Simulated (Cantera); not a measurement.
# Ignition delay

Mixture: 21.2 % CO, 6.58 % H₂, 2.55 % CH₄, 14.6 % O₂, 55.0 % N₂, equivalence ratio 1.3, at 4.93 atm, adiabatic and at constant volume. Ignition delay is the time to a rise of 400 K.

Detailed kinetics in Cantera: GRI-Mech 3.0 (53 species, 325 reactions).

```tsv
T0 (K)	delay (ms)
1075	0.484
1125	0.204
1175	0.104
1225	0.0601
1275	0.0381
1325	0.0258
```

```
Item                                                    Result
--------------------------------------------------  ----------
apparent activation energy between 1225 and 1325 K  110 kJ/mol
```
